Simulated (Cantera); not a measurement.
An adiabatic, constant-volume homogeneous reactor starts with CH₄ : O₂ : N₂ = 1 : 2.02 : 7.6 (molar parts), equivalence ratio 0.99, at 1550 K and 1.01 bar. Integrator tolerance rtol = 1e-08.

Computed with Cantera and GRI-Mech 3.0 (53 species, 325 reactions).

```csv
quantity,before,after
time of steepest temperature rise,0.684 ms,90.4 ms
temperature at 0.800 s,2911 K,2806 K
equilibrium temperature,2911 K,2806 K
x(CH₄) at 0.800 s,<1e-12 (gas-phase equilibrium <1e-12),<1e-12 (gas-phase equilibrium <1e-12)
x(O₂) at 0.800 s,0.0223 (gas-phase equilibrium 0.0223),0.0183 (gas-phase equilibrium 0.0183)
x(HCO) at 0.800 s,9.93e-8 (gas-phase equilibrium 9.93e-8),6.08e-8 (gas-phase equilibrium 6.08e-8)
x(C₂H₆) at 0.800 s,<1e-12 (gas-phase equilibrium <1e-12),<1e-12 (gas-phase equilibrium <1e-12)
x(CH₂) at 0.800 s,<1e-12 (gas-phase equilibrium <1e-12),<1e-12 (gas-phase equilibrium <1e-12)
x(OH) at 0.800 s,0.0246 (gas-phase equilibrium 0.0246),0.0180 (gas-phase equilibrium 0.0180)
```

Q: What was changed between the two runs?
A) initial temperature 1550 to 1150 K
B) pressure from 1.01 bar to 0.280 bar
C) initial temperature 1550 to 1425 K
D) pressure from 1.01 bar to 12.0 bar

A: A, initial temperature 1550 to 1150 K
